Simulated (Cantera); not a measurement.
# CF4 + H2 (fluorocarbon and chlorocarbon gases)

Charge: 1 mol CF4, a varied amount of H2, held at 1225 °C and 1.33 mbar.

Equilibrium computed with Cantera from the NASA thermochemical tables; the gas is ideal and each condensed phase is pure. Candidate condensed phases: C, C6H6, C7H8, C8H18; 95 gas species. Gases not in the tables: C2F6 and larger saturated fluorocarbons. Kinetics and transport are ignored.

From 1.2 mol H2 to 7 mol H2 the condensed part is C(graphite). The main C-bearing gas is CF4 at 1.2 mol H2 and C2H2 (acetylene) at 7 mol H2.

| n(H2) (mol) | x HF | x H2 | x CF4 | x CF2 | x H | x F | x CF3 | x C2H2 (acetylene) | n C(graphite) |
|---|---|---|---|---|---|---|---|---|---|
| 1.2 | 0.857 | 4.23e-9 | 0.143 | 0.000429 | 3.06e-8 | 0.000168 | 3.72e-5 | <1e-12 | 0.599 |
| 1.4 | 0.903 | 5.71e-9 | 0.0965 | 0.000353 | 3.55e-8 | 0.000152 | 2.77e-5 | <1e-12 | 0.700 |
| 1.6 | 0.941 | 7.95e-9 | 0.0586 | 0.000275 | 4.20e-8 | 0.000134 | 1.91e-5 | <1e-12 | 0.800 |
| 1.8 | 0.973 | 1.25e-8 | 0.0269 | 0.000186 | 5.27e-8 | 0.000111 | 1.06e-5 | <1e-12 | 0.900 |
| 2.1 | 0.976 | 0.0244 | <1e-12 | 9.65e-11 | 7.34e-5 | 7.97e-8 | <1e-12 | 2.15e-7 | 1.000 |
| 2.5 | 0.889 | 0.111 | <1e-12 | 1.76e-11 | 0.000157 | 3.40e-8 | <1e-12 | 9.78e-7 | 1.000 |
| 2.9 | 0.816 | 0.184 | <1e-12 | 8.96e-12 | 0.000202 | 2.43e-8 | <1e-12 | 1.62e-6 | 1.000 |
| 3.3 | 0.755 | 0.245 | <1e-12 | 5.74e-12 | 0.000233 | 1.94e-8 | <1e-12 | 2.16e-6 | 1.000 |
| 3.8 | 0.690 | 0.310 | <1e-12 | 3.79e-12 | 0.000262 | 1.58e-8 | <1e-12 | 2.73e-6 | 1.000 |
| 4.5 | 0.615 | 0.384 | <1e-12 | 2.43e-12 | 0.000292 | 1.26e-8 | <1e-12 | 3.39e-6 | 1.000 |
| 5.2 | 0.555 | 0.444 | <1e-12 | 1.72e-12 | 0.000314 | 1.06e-8 | <1e-12 | 3.91e-6 | 1.000 |
| 6 | 0.500 | 0.500 | <1e-12 | 1.23e-12 | 0.000333 | 9.01e-9 | <1e-12 | 4.40e-6 | 1.000 |
| 7 | 0.444 | 0.555 | <1e-12 | <1e-12 | 0.000351 | 7.60e-9 | <1e-12 | 4.89e-6 | 1.000 |
x: gas mole fraction; n: condensed amount in mol.
